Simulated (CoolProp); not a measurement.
Vapour-liquid equilibrium of R143a (1) + R1234yf (2) at -61.95 °C; x and y are mole fractions of (1).

The numbers come from the multi-fluid Helmholtz-energy mixture model, Lemmon and Jacobsen 2000 and Lemmon 2022; pair parameters Bell 2016 in CoolProp.

| x | bubble pressure (kPa) | y at the bubble point | dew pressure at overall composition x (kPa) | liquid density (mol/L) |
|---|---|---|---|---|
| 0.05 | 20.46 | 0.131 | 19.33 | 11.94 |
| 0.125 | 22.99 | 0.284 | 20.38 | 12.10 |
| 0.2 | 25.40 | 0.404 | 21.54 | 12.27 |
| 0.275 | … | 0.501 | 22.82 | 12.44 |
| 0.35 | 29.94 | 0.583 | 24.26 | 12.61 |
| 0.425 | 32.10 | 0.652 | 25.86 | 12.79 |
| 0.5 | 34.21 | 0.713 | 27.67 | 12.97 |
| 0.575 | 36.28 | … | 29.72 | 13.16 |
| 0.65 | 38.32 | 0.816 | 32.03 | 13.35 |
| 0.725 | 40.34 | 0.861 | 34.66 | 13.56 |
| 0.8 | 42.34 | 0.902 | 37.64 | 13.76 |
| 0.875 | 44.35 | 0.940 | … | 13.98 |
| 0.95 | 46.35 | 0.977 | 44.86 | 14.20 |

Q: Fill in the missing entries.

A: 
- 0.275, bubble pressure (kPa): 27.71
- 0.575, y at the bubble point: 0.767
- 0.875, dew pressure at overall composition x (kPa): 41.02

No azeotrope shows between x = 0.05 and 0.95.

Pair parameters are fitted to limited data, so mixtures are less certain than the pure fluids.
